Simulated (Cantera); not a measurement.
Cantera run:

```python
import numpy as np
import cantera as ct

gas_names = """
    CL CL2 H HCL H2 N NH NH2 NH3 N2 N2H2 N2H4 Si SiCL SiCL2 SiCL3 SiCL4 SiH SiHCL3 SiH2 SiH2CL2 SiH3
    SiH3CL SiH4 SiN Si2 Si2N Si3
""".split()
cond_names = """
    NH4CL(a) NH4CL(b) Si(cr) Si(L) Si3N4(a)
""".split()


# ... load() reads the species with a 1 bar reference pressure and builds the phases ...
atoms = {
    'SiH2Cl2': {'Si': 1, 'H': 2, 'CL': 2},
    'Cl2': {'CL': 2},
    'N2': {'N': 2},
}
top_T = {'Si3N4(a)': 2400}  # K; cautious upper limits of use, not melting points


# ... equilibrate(T, P, feed) seeds the gas with the atoms and calls Mixture.equilibrate('TP', solver="vcs", rtol=1e-11, max_steps=5000) ...
results = []
feed = {'SiH2Cl2': 1, 'Cl2': 0.022, 'N2': 110}  # mol
P = 5200  # Pa
for T in [1048, 1098, 1148, 1198, 1248, 1298, 1348, 1398, 1448, 1498, 1548]:
    mix = equilibrate(T, P, feed)
    results.append((T, P, feed, dict(zip(mix.species_names, mix.species_moles))))
    x = sorted(zip(gas.X, gas.species_names), reverse=True)
    print(f"T = {T:g} K  P = {P:g} Pa  gas = {mix.phase_moles(0):.4g} mol")
    print("   x: " + "  ".join(f"{s} {v:.3e}" for v, s in x if v > 0.001))
    print("   condensed (mol): " + ("  ".join(f"{mix.phase(i).name} {mix.phase_moles(i):.4g}"
          for i in range(1, mix.n_phases) if mix.phase_moles(i) > 1e-12) or "none"))
```

Output:

```
T = 1048 K  P = 5200 Pa  gas = 111.3 mol
   x: N2 9.829e-01  HCL 1.416e-02  H2 1.905e-03  SiCL4 1.047e-03
   condensed (mol): Si3N4(a) 0.2943
T = 1098 K  P = 5200 Pa  gas = 111.3 mol
   x: N2 9.828e-01  HCL 1.431e-02  H2 1.827e-03  SiCL4 1.003e-03
   condensed (mol): Si3N4(a) 0.2956
T = 1148 K  P = 5200 Pa  gas = 111.3 mol
   x: N2 9.828e-01  HCL 1.444e-02  H2 1.761e-03
   condensed (mol): Si3N4(a) 0.2966
T = 1198 K  P = 5200 Pa  gas = 111.3 mol
   x: N2 9.828e-01  HCL 1.454e-02  H2 1.709e-03
   condensed (mol): Si3N4(a) 0.2971
T = 1248 K  P = 5200 Pa  gas = 111.3 mol
   x: N2 9.827e-01  HCL 1.461e-02  H2 1.676e-03
   condensed (mol): Si3N4(a) 0.2967
T = 1298 K  P = 5200 Pa  gas = 111.3 mol
   x: N2 9.827e-01  HCL 1.461e-02  H2 1.673e-03
   condensed (mol): Si3N4(a) 0.2945
T = 1348 K  P = 5200 Pa  gas = 111.4 mol
   x: N2 9.826e-01  HCL 1.451e-02  H2 1.721e-03
   condensed (mol): Si3N4(a) 0.2892
T = 1398 K  P = 5200 Pa  gas = 111.4 mol
   x: N2 9.824e-01  HCL 1.424e-02  H2 1.854e-03
   condensed (mol): Si3N4(a) 0.2791
T = 1448 K  P = 5200 Pa  gas = 111.4 mol
   x: N2 9.823e-01  HCL 1.372e-02  H2 2.109e-03  SiCL2 1.289e-03
   condensed (mol): Si3N4(a) 0.2637
T = 1498 K  P = 5200 Pa  gas = 111.5 mol
   x: N2 9.821e-01  HCL 1.292e-02  H2 2.507e-03  SiCL2 1.977e-03
   condensed (mol): Si3N4(a) 0.2437
T = 1548 K  P = 5200 Pa  gas = 111.6 mol
   x: N2 9.820e-01  HCL 1.187e-02  H2 3.024e-03  SiCL2 2.715e-03
   condensed (mol): Si3N4(a) 0.2208
```

Method: chemical equilibrium by Gibbs-energy minimisation in Cantera with the NASA 1993 tables (ideal gas, pure condensed phases). N2 is the only nitrogen source here; it is nearly inert below about 1500 K, so the nitride shown seldom forms there in practice. The tables' values for SiCl3 are old estimates; treat these amounts as uncertain.
